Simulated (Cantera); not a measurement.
A Cantera script and what it prints.

```python
import numpy as np
import cantera as ct

gas_names = """
    H HNO HNO2 HNO3 HO2 H2 H2O H2O2 N NH NH2 NH3 NH2OH NO NO2 NO3 N2 N2H2 N2H4 N2O O OH O2 O3
""".split()
cond_names = """
    H2O(s) H2O(L)
""".split()


# ... load() reads the species with a 1 bar reference pressure and builds the phases ...
atoms = {
    'NH3': {'N': 1, 'H': 3},
    'H2O': {'H': 2, 'O': 1},
    'H2': {'H': 2},
}
top_T = {}  # K; cautious upper limits of use, not melting points


# ... equilibrate(T, P, feed) seeds the gas with the atoms and calls Mixture.equilibrate('TP', solver="vcs", rtol=1e-11, max_steps=5000) ...
results = []
feed = {'NH3': 1, 'H2O': 0.073, 'H2': 0.36}  # mol
P = 13332.2  # Pa
for T in [1923, 2023, 2123, 2223, 2323, 2423, 2523, 2623, 2723, 2823, 2923, 3023]:
    mix = equilibrate(T, P, feed)
    results.append((T, P, feed, dict(zip(mix.species_names, mix.species_moles))))
    x = sorted(zip(gas.X, gas.species_names), reverse=True)
    print(f"T = {T:g} K  P = {P:g} Pa  gas = {mix.phase_moles(0):.4g} mol")
    print("   x: " + "  ".join(f"{s} {v:.3e}" for v, s in x if v > 0.0001))
    print("   condensed (mol): " + ("  ".join(f"{mix.phase(i).name} {mix.phase_moles(i):.4g}"
          for i in range(1, mix.n_phases) if mix.phase_moles(i) > 1e-12) or "none"))
```

Result:

```
T = 1923 K  P = 13332.2 Pa  gas = 2.436 mol
   x: H2 7.625e-01  N2 2.053e-01  H2O 2.996e-02  H 2.253e-03
   condensed (mol): none
T = 2023 K  P = 13332.2 Pa  gas = 2.439 mol
   x: H2 7.605e-01  N2 2.050e-01  H2O 2.992e-02  H 4.536e-03
   condensed (mol): none
T = 2123 K  P = 13332.2 Pa  gas = 2.443 mol
   x: H2 7.570e-01  N2 2.046e-01  H2O 2.983e-02  H 8.548e-03
   condensed (mol): none
T = 2223 K  P = 13332.2 Pa  gas = 2.452 mol
   x: H2 7.511e-01  N2 2.039e-01  H2O 2.968e-02  H 1.520e-02
   condensed (mol): none
T = 2323 K  P = 13332.2 Pa  gas = 2.465 mol
   x: H2 7.418e-01  N2 2.028e-01  H2O 2.944e-02  H 2.569e-02  OH 1.695e-04
   condensed (mol): none
T = 2423 K  P = 13332.2 Pa  gas = 2.485 mol
   x: H2 7.280e-01  N2 2.012e-01  H 4.143e-02  H2O 2.904e-02  OH 3.126e-04
   condensed (mol): none
T = 2523 K  P = 13332.2 Pa  gas = 2.514 mol
   x: H2 7.081e-01  N2 1.989e-01  H 6.405e-02  H2O 2.843e-02  OH 5.472e-04
   condensed (mol): none
T = 2623 K  P = 13332.2 Pa  gas = 2.556 mol
   x: H2 6.807e-01  N2 1.956e-01  H 9.517e-02  H2O 2.753e-02  OH 9.121e-04
   condensed (mol): none
T = 2723 K  P = 13332.2 Pa  gas = 2.613 mol
   x: H2 6.446e-01  N2 1.913e-01  H 1.362e-01  H2O 2.622e-02  OH 1.450e-03  O 1.946e-04
   condensed (mol): none
T = 2823 K  P = 13332.2 Pa  gas = 2.69 mol
   x: H2 5.991e-01  H 1.879e-01  N2 1.858e-01  H2O 2.439e-02  OH 2.195e-03  O 4.315e-04  NO 1.067e-04
   condensed (mol): none
T = 2923 K  P = 13332.2 Pa  gas = 2.789 mol
   x: H2 5.443e-01  H 2.503e-01  N2 1.792e-01  H2O 2.193e-02  OH 3.150e-03  O 8.959e-04  NO 1.710e-04
   condensed (mol): none
T = 3023 K  P = 13332.2 Pa  gas = 2.914 mol
   x: H2 4.816e-01  H 3.219e-01  N2 1.715e-01  H2O 1.877e-02  OH 4.241e-03  O 1.732e-03  NO 2.581e-04
   condensed (mol): none
```

Cantera equilibrium calculation (NASA polynomials, part measured and part estimated; ideal gas, pure solids and liquids).
